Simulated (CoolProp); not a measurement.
20 sccm (0 °C, 1 atm) of nitrogen bubbles through liquid cyclohexane at 326.2 K and leaves saturated at a total pressure of 0.15 MPa (ideal gas phase). Each further row changes one setting.

The numbers come from the reference Helmholtz-energy equation of state, Zhou 2014 in CoolProp.

```csv
case,vapour pressure (kPa),mole fraction of vapour,delivery (mg/min),delivery (sccm),change of delivery for a bath 1 K warmer (%)
as stated,40.6,[?],[?],[?],5.1
bath temperature 331.2 K,48.5,0.323,35.9,9.56,[?]
total pressure 0.3 MPa,40.6,0.135,11.7,3.13,4.3
```

Problem. Complete the blanks.

Solution. 
- as stated, mole fraction of vapour: 0.271
- as stated, delivery (mg/min): 27.8
- as stated, delivery (sccm): 7.42
- bath temperature 331.2 K, change of delivery for a bath 1 K warmer (%): 5.4
